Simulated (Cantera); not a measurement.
A closed system holds: 1 mol SiCl4, 0.096 mol HCl, 11 mol H2, equilibrated at 1173 K and 250 Pa.

Method: chemical equilibrium by Gibbs-energy minimisation in Cantera with the NASA 1993 tables (ideal gas, pure condensed phases). Candidate condensed phases: Si; 19 gas species. The tables' values for SiCl3 are old estimates; treat these amounts as uncertain. Kinetics and transport are ignored.

Base state: H2 0.810, HCl 0.117, SiCl2 0.0382, SiCl4 0.0226, SiCl3 0.00935, SiHCl3 0.00365, SiH2Cl2 7.56e-5 (mole fractions); condensed: Si(s).

Problem. What changes in the equilibrium state with this change: HCl from 0.096 to 3 mol?

Solution. 
```json
[
 {"species": "H2", "before": "0.810", "after": "0.699"},
 {"species": "HCl", "before": "0.117", "after": "0.236"},
 {"species": "SiCl4", "before": "0.0226", "after": "0.0405"},
 {"species": "SiCl2", "before": "0.0382", "after": "0.0145"},
 {"species": "SiH2Cl2", "before": "7.56e-5", "after": "2.47e-5"},
 {"species": "SiHCl3", "before": "0.00365", "after": "0.00279"},
 {"species": "SiCl3", "before": "0.00935", "after": "0.00771"},
 {"species": "Si(s), mol", "before": "0.0619", "after": "0"}
]
```

Problem. What changes in the equilibrium state with this change: pressure from 250 Pa to 41000 Pa?

Solution. 
```csv
species,before,after
H2,0.810,0.873
SiCl4,0.0226,0.0501
HCl,0.117,0.0450
SiCl2,0.0382,0.00374
SiHCl3,0.00365,0.0226
SiH3Cl,4.25e-7,2.05e-5
SiH2Cl2,7.56e-5,0.00131
SiCl3,0.00935,0.00436
"Si(s), mol",0.0619,0
```
